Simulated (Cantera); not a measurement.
An isothermal, constant-pressure homogeneous reactor starts with NO : N2 = 1 : 18 (molar parts), at 2025 K and 100.0 Torr.

Computed with Cantera and GRI-Mech 3.0 (53 species, 325 reactions).

Predict: x(NO) at 7.00 s; x(N2O) at 7.00 s; x(NO2) at 7.00 s; x(O) at 7.00 s; x(N2) at 7.00 s.


```json
{
 "x(NO) at 7.00 s": "0.0276 (gas-phase equilibrium 0.00313)",
 "x(N2O) at 7.00 s": "3.80e-7 (gas-phase equilibrium 7.12e-8)",
 "x(NO2) at 7.00 s": "4.09e-6 (gas-phase equilibrium 6.45e-7)",
 "x(O) at 7.00 s": "0.000254 (gas-phase equilibrium 0.000349)",
 "x(N2) at 7.00 s": "0.960 (gas-phase equilibrium 0.972)"
}
```
